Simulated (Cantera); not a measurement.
Feed: 1 mol CH3SiCl3, 0.14 mol HCl, 260 mol H2, equilibrated at 2302 °C and 0.160 bar.

Method: chemical equilibrium by Gibbs-energy minimisation in Cantera with the NASA 1993 tables (ideal gas, pure condensed phases). Candidate condensed phases: C, C6H6, C7H8, C8H18, Si, SiC; 109 gas species. The feed counts by its element totals alone. The tables' values for SiCl are old estimates; treat these amounts as uncertain. Gases not in the tables: Si2H6 and higher silanes. The numbers say what is thermodynamically allowed, not how fast it happens.

Base state: H2 0.901, H 0.0822, HCl 0.0106, Si 0.00302, C2H2 (acetylene) 0.00165, Cl 0.000682, SiH 0.000271, SiC2 0.000120 (mole fractions); condensed: gas only.

Q: What changes in the equilibrium state with this change: temperature from 2302 °C to 927 °C?

A: 
```csv
species,before,after
H2,0.901,0.988
HCl,0.0106,0.0118
CH4,6.11e-6,4.97e-5
H,0.0822,4.90e-7
Si,0.00302,<1e-9
SiCl2,1.03e-5,2.79e-5
C2H2 (acetylene),0.00165,<1e-9
SiH,0.000271,<1e-9
Cl,0.000682,5.08e-9
SiC2,0.000120,<1e-9
"SiC(s), mol",0,0.987
```
